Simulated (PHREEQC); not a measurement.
Make-up at 85 °C: 170 mmol/kgw NaH2PO4, 54 mmol/kgw CsBr and 2 mmol/kgw CsOH. Closed to the air; pH follows from the charge balance.

All values are PHREEQC results (ion-association model, wateq4f.dat), not measurements.

Precipitation was switched off in this run.

### Question
What pH does the model give?

### Answer
pH 4.77.

### Question
In which forms is P present?

### Answer
H2PO4- 98 %, HPO4-2 1.4 % of the P.

Species that the database lacks are ignored. H3PO4, which wateq4f.dat lacks, is added to it with the constant of phreeqc.dat. At this temperature some constants are extrapolated from 25 °C, and those without enthalpy data are left unchanged.
